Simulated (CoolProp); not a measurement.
Values from CoolProp's reference Helmholtz-energy equation of state, Lemmon 2006. It is a short technical equation, of lower accuracy than the large ones.

Problem. Give the vapour pressure (bar), enthalpy of vaporisation (kJ/kg), surface tension (mN/m) of saturated carbonyl sulfide at 306.4 K.

Solution. 
```csv
T (K),p (bar),enthalpy of vaporisation (kJ/kg),surface tension (mN/m)
306.4,15.6,235,7.06
```

Surface tension comes from a separate correlation (Mulero 2012).
